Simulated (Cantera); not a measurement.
Cantera run, input and output.

```python
import numpy as np
import cantera as ct

gas = ct.Solution("gri30.yaml")
gas.TPX = 425, 120000, {'CO': 1, 'H2': 0.066, 'O2': 0.381, 'N2': 1.43, 'H2O': 0.3}
inlet = ct.Reservoir(gas, clone=True)
gas.equilibrate("HP")  # start burning
reactor = ct.IdealGasConstPressureReactor(gas, energy="on", clone=False)
exhaust = ct.Reservoir(gas, clone=True)
tau = [0.082, 0.034, 0.014, 0.0056, 0.0023, 0.00092, 0.00038, 0.00015, 6.2e-05, 2.5e-05, 1e-05, 4.2e-06][0]
for a, b in ((inlet, reactor), (reactor, exhaust)):
    ct.MassFlowController(a, b, mdot=lambda t: reactor.mass / tau)
net = ct.ReactorNet([reactor])
show = ['CO', 'H2', 'O2', 'N2O', 'O', 'OH', 'NO']

rows = []
print(f"{'tau/s':>10s}{'T/K':>9s}" + "".join(f"{s:>11s}" for s in show))
for tau in [0.082, 0.034, 0.014, 0.0056, 0.0023, 0.00092, 0.00038, 0.00015, 6.2e-05, 2.5e-05, 1e-05, 4.2e-06]:
    net.initial_time = 0.0
    net.advance(30 * tau)
    before = gas.X
    net.advance(40 * tau)
    drift = np.max(np.abs(gas.X - before) / (gas.X + 1e-9))
    rows.append([gas.T, *gas[show].X, drift])
    print(f"{tau:10.3e}{gas.T:9.1f}" + "".join(f"{x:11.3e}" for x in gas[show].X))
```

It prints:

```
     tau/s      T/K         CO         H2         O2        N2O          O         OH         NO
 8.200e-02   2253.0  1.037e-01  8.984e-03  1.488e-03  4.125e-08  2.551e-04  2.578e-03  5.318e-04
 3.400e-02   2232.2  1.055e-01  9.232e-03  2.473e-03  4.865e-08  4.375e-04  3.301e-03  4.371e-04
 1.400e-02   2197.1  1.085e-01  9.680e-03  4.204e-03  5.764e-08  7.890e-04  4.267e-03  3.074e-04
 5.600e-03   2140.4  1.132e-01  1.044e-02  7.003e-03  6.705e-08  1.444e-03  5.418e-03  1.837e-04
 2.300e-03   2062.2  1.194e-01  1.150e-02  1.073e-02  7.437e-08  2.494e-03  6.493e-03  1.060e-04
 9.200e-04   1957.3  1.267e-01  1.283e-02  1.542e-02  7.859e-08  4.106e-03  7.278e-03  6.752e-05
 3.800e-04   1833.0  1.345e-01  1.402e-02  2.067e-02  7.960e-08  6.152e-03  7.437e-03  4.985e-05
 1.500e-04   1671.8  1.467e-01  1.422e-02  2.811e-02  8.059e-08  8.425e-03  6.616e-03  3.316e-05
 6.200e-05    425.0  3.148e-01  2.077e-02  1.199e-01 -2.641e-21  3.473e-23 -7.435e-27 -4.636e-20
 2.500e-05    425.0  3.148e-01  2.077e-02  1.199e-01 -5.163e-23  1.841e-23  4.126e-27 -9.064e-22
 1.000e-05    425.0  3.148e-01  2.077e-02  1.199e-01 -3.145e-25  7.972e-24  1.794e-27 -5.522e-24
 4.200e-06    425.0  3.148e-01  2.077e-02  1.199e-01 -1.987e-26  3.725e-24  7.445e-28 -3.488e-25
```

Detailed kinetics in Cantera: GRI-Mech 3.0 (53 species, 325 reactions).
